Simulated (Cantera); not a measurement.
Premixed flame

A freely propagating, adiabatic, planar premixed flame of 25.2 % H2, 15.7 % O2, 59.1 % N2, unburnt at 700 K and 760 Torr; mixture-averaged transport, grid criteria slope 0.08 and curve 0.16, no radiation.

Detailed kinetics in Cantera: the H2/O2 subset of GRI-Mech 3.0, which has no nitrogen chemistry. Burning velocities carry a grid error of a few per cent, more on coarse grids.

```
z (mm)  T (K)  u (m/s)    x H2    x O2      x OH   x H2O2       x O     x HO2
------  -----  -------  ------  ------  --------  -------  --------  --------
-1.45     700     8.62   0.252   0.157     <1e-8    <1e-8     <1e-8     <1e-8
-0.969    700     8.62   0.252   0.157     <1e-8    <1e-8     <1e-8     <1e-8
-0.727    700     8.62   0.252   0.157     <1e-8    <1e-8     <1e-8   1.50e-8
-0.485    700     8.62   0.252   0.157     <1e-8    <1e-8     <1e-8   1.36e-6
-0.242    713     8.75   0.248   0.157   5.28e-5  2.23e-6   1.33e-5  0.000202
-0.121    871     10.5   0.219   0.153  0.000729  7.93e-6  0.000476  0.000175
0        1269     14.8   0.118   0.113   0.00465  6.08e-6   0.00700   8.94e-5
0.121    1568     18.0  0.0447  0.0635    0.0117  3.20e-6    0.0153   4.39e-5
0.242    1716     19.6  0.0323  0.0515    0.0151  1.80e-6    0.0163   3.03e-5
0.485    1874     21.2  0.0291  0.0469    0.0177  9.58e-7    0.0141   2.17e-5
0.969    2034     22.7  0.0251  0.0435    0.0191  5.49e-7    0.0109   1.47e-5
1.94     2182     24.1  0.0195  0.0404    0.0188  3.64e-7   0.00753   9.45e-6
3.88     2302     25.2  0.0133  0.0380    0.0168  2.84e-7   0.00466   6.34e-6
```
x: mole fraction of selected species; z is measured from the peak of heat release.

```yaml
laminar_burning_velocity: 862 cm/s
thermal_thickness: 0.485 mm
peak x(OH): 0.0192
peak x(H2O2): 7.95e-6
peak x(O): 0.0164
peak x(HO2): 0.000235
```
